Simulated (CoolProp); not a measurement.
Saturation properties of methane.

Values from CoolProp's reference Helmholtz-energy equation of state, Setzmann 1991.

| T (K) | p (MPa) | liquid density (kg/m³) | enthalpy of vaporisation (kJ/kg) | surface tension (mN/m) | liquid conductivity (mW/(m K)) |
|---|---|---|---|---|---|
| 96.1 | 0.02249 | 444.2 | 536.4 | 16.0 | 205 |
| 102.5 | 0.04431 | 435.4 | 526.5 | 14.7 | 196 |
| 108.9 | 0.08018 | 426.4 | 515.8 | 13.5 | 188 |
| 115.3 | 0.1353 | 417.0 | 504.0 | 12.2 | 179 |
| 121.7 | 0.2155 | 407.3 | 491.0 | 11.0 | 170 |
| 128.1 | 0.3272 | 397.1 | 476.6 | 9.76 | 161 |
| 134.5 | 0.4769 | 386.5 | 460.5 | 8.57 | 151 |
| 140.9 | 0.6715 | 375.2 | 442.5 | 7.40 | 142 |
| 147.3 | 0.9184 | 363.2 | 422.0 | 6.26 | 133 |
| 153.7 | 1.225 | 350.3 | 398.7 | 5.15 | 124 |
| 160.1 | 1.598 | 336.1 | 371.8 | 4.08 | 115 |
| 166.5 | 2.048 | 320.2 | 340.2 | 3.06 | 106 |
| 172.9 | 2.581 | 301.8 | 302.0 | 2.09 | 96.3 |

It boils at 111.7 K under 1 atm.

Thermal conductivity comes from a separate model (Friend 1989). Surface tension comes from a separate correlation (Mulero 2012).
